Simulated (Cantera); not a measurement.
Cantera run:

```python
import numpy as np
import cantera as ct

gas_names = """
    C CN CO CO2 C2 CCN CNC C2N2 C2O C3 C3O2 C4 C4N2 C5 Fe FeC5O5 FeO N NCO NO NO2 NO3 N2 N2O O O2 O3
""".split()
cond_names = """
    C(gr) Fe(a) Fe(c) Fe(d) Fe(L) FeC5O5(L) FeO(s) FeO(L) Fe2O3(s) Fe3O4(s)
""".split()


# ... load() reads the species with a 1 bar reference pressure and builds the phases ...
atoms = {
    'Fe(CO)5': {'Fe': 1, 'C': 5, 'O': 5},
    'N2': {'N': 2},
}
top_T = {'C(gr)': 4500, 'Fe2O3(s)': 1830, 'Fe3O4(s)': 1870}  # K; cautious upper limits of use, not melting points


# ... equilibrate(T, P, feed) seeds the gas with the atoms and calls Mixture.equilibrate('TP', solver="vcs", rtol=1e-11, max_steps=5000) ...
results = []
feed = {'Fe(CO)5': 1, 'N2': 0.42}  # mol
T = 1475  # K
P = 101325  # Pa
mix = equilibrate(T, P, feed)
results.append((T, P, feed, dict(zip(mix.species_names, mix.species_moles))))
x = sorted(zip(gas.X, gas.species_names), reverse=True)
print(f"T = {T:g} K  P = {P:g} Pa  gas = {mix.phase_moles(0):.4g} mol")
print("   x: " + "  ".join(f"{s} {v:.3e}" for v, s in x if v > 1e-06))
print("   condensed (mol): " + ("  ".join(f"{mix.phase(i).name} {mix.phase_moles(i):.4g}"
      for i in range(1, mix.n_phases) if mix.phase_moles(i) > 1e-12) or "none"))
```

Result:

```
T = 1475 K  P = 101325 Pa  gas = 5.416 mol
   x: CO 9.217e-01  N2 7.755e-02  CO2 7.153e-04
   condensed (mol): C(gr) 0.003874  Fe(c) 1
```

Cantera equilibrium calculation (NASA polynomials, part measured and part estimated; ideal gas, pure solids and liquids). Iron dissolves carbon and melts from about 1420 K in contact with it, which pure phases cannot show. Condensed phases not in the tables: cementite and carbon dissolved in iron.
